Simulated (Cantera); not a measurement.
A diamond (100) surface in a fixed gas of H2 with x(CH4) = 0.0035, x(H) = 0.00086, x(CH3) = 0.00012, at 1300 K; coverages are run to steady state.

Model: the Harris–Goodwin 1993 mechanism for the reconstructed diamond (100) surface, integrated in Cantera.

θ: site fractions in the mechanism's names (c6HH fully hydrogenated, c6H* and c6*H radical sites, c6** diradical, c6HM methylated).

```csv
P (Pa),growth (µm/h),θ c6HH,θ c6H*,θ c6*H,θ c6**,θ c6HM
480,0.0183,0.433,0.0462,0.493,0.0268,1.87e-5
780,0.0397,0.433,0.0461,0.493,0.0267,3.17e-5
1300,0.0843,0.433,0.0461,0.493,0.0266,5.51e-5
2100,0.163,0.433,0.0461,0.493,0.0265,9.20e-5
3400,0.305,0.433,0.0461,0.493,0.0265,0.000153
5500,0.560,0.433,0.0461,0.492,0.0264,0.000251
8900,…,0.433,0.0461,0.492,0.0264,…
14000,…,0.433,0.0461,0.492,0.0264,…
```

### Question
Some entries are withheld; supply them.

### Answer

- 8900, growth (µm/h): 1.03
- 8900, θ c6HM: 0.000409
- 14000, growth (µm/h): 1.84
- 14000, θ c6HM: 0.000641
